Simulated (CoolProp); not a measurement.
Saturation properties of m-xylene (Tc = 343.7 °C, pc = 3.535 MPa, ω = 0.326).

Values from CoolProp's reference Helmholtz-energy equation of state, Zhou 2012.

```json
[
 {"T (°C)": "50.05", "p (MPa)": "0.004171", "liquid density (kg/m³)": "838.1", "enthalpy of vaporisation (kJ/kg)": "389.0", "surface tension (mN/m)": "25.4", "liquid viscosity (µPa s)": "446"},
 {"T (°C)": "68.95", "p (MPa)": "0.009696", "liquid density (kg/m³)": "821.3", "enthalpy of vaporisation (kJ/kg)": "379.0", "surface tension (mN/m)": "23.3", "liquid viscosity (µPa s)": "375"},
 {"T (°C)": "87.95", "p (MPa)": "0.02039", "liquid density (kg/m³)": "804.1", "enthalpy of vaporisation (kJ/kg)": "369.0", "surface tension (mN/m)": "21.3", "liquid viscosity (µPa s)": "…"},
 {"T (°C)": "106.95", "p (MPa)": "0.03927", "liquid density (kg/m³)": "786.4", "enthalpy of vaporisation (kJ/kg)": "358.6", "surface tension (mN/m)": "…", "liquid viscosity (µPa s)": "276"},
 {"T (°C)": "125.95", "p (MPa)": "0.07031", "liquid density (kg/m³)": "768.2", "enthalpy of vaporisation (kJ/kg)": "347.9", "surface tension (mN/m)": "17.4", "liquid viscosity (µPa s)": "240"},
 {"T (°C)": "144.95", "p (MPa)": "0.1184", "liquid density (kg/m³)": "749.4", "enthalpy of vaporisation (kJ/kg)": "336.6", "surface tension (mN/m)": "15.5", "liquid viscosity (µPa s)": "210"},
 {"T (°C)": "163.85", "p (MPa)": "0.1887", "liquid density (kg/m³)": "729.9", "enthalpy of vaporisation (kJ/kg)": "324.6", "surface tension (mN/m)": "13.7", "liquid viscosity (µPa s)": "185"},
 {"T (°C)": "182.85", "p (MPa)": "0.2884", "liquid density (kg/m³)": "709.4", "enthalpy of vaporisation (kJ/kg)": "…", "surface tension (mN/m)": "11.9", "liquid viscosity (µPa s)": "163"},
 {"T (°C)": "201.85", "p (MPa)": "0.4243", "liquid density (kg/m³)": "687.7", "enthalpy of vaporisation (kJ/kg)": "297.4", "surface tension (mN/m)": "10.2", "liquid viscosity (µPa s)": "144"},
 {"T (°C)": "220.85", "p (MPa)": "0.6044", "liquid density (kg/m³)": "664.5", "enthalpy of vaporisation (kJ/kg)": "…", "surface tension (mN/m)": "8.49", "liquid viscosity (µPa s)": "127"},
 {"T (°C)": "239.75", "p (MPa)": "0.8357", "liquid density (kg/m³)": "639.5", "enthalpy of vaporisation (kJ/kg)": "…", "surface tension (mN/m)": "6.89", "liquid viscosity (µPa s)": "112"},
 {"T (°C)": "258.75", "p (MPa)": "1.130", "liquid density (kg/m³)": "611.7", "enthalpy of vaporisation (kJ/kg)": "244.1", "surface tension (mN/m)": "5.35", "liquid viscosity (µPa s)": "97.7"},
 {"T (°C)": "277.75", "p (MPa)": "1.497", "liquid density (kg/m³)": "580.1", "enthalpy of vaporisation (kJ/kg)": "220.6", "surface tension (mN/m)": "3.89", "liquid viscosity (µPa s)": "84.9"},
 {"T (°C)": "296.75", "p (MPa)": "1.948", "liquid density (kg/m³)": "542.6", "enthalpy of vaporisation (kJ/kg)": "192.0", "surface tension (mN/m)": "2.54", "liquid viscosity (µPa s)": "72.5"},
 {"T (°C)": "315.75", "p (MPa)": "2.499", "liquid density (kg/m³)": "494.6", "enthalpy of vaporisation (kJ/kg)": "154.7", "surface tension (mN/m)": "1.32", "liquid viscosity (µPa s)": "59.8"}
]
```

### Question
Fill in the missing entries.

### Answer

- 87.95, liquid viscosity (µPa s): 320
- 106.95, surface tension (mN/m): 19.4
- 182.85, enthalpy of vaporisation (kJ/kg): 311.6
- 220.85, enthalpy of vaporisation (kJ/kg): 281.7
- 239.75, enthalpy of vaporisation (kJ/kg): 264.2

It boils at 139.1 °C under 1 atm.

Viscosity comes from a separate model (Cao 2016). Surface tension comes from a separate correlation (Mulero 2014).
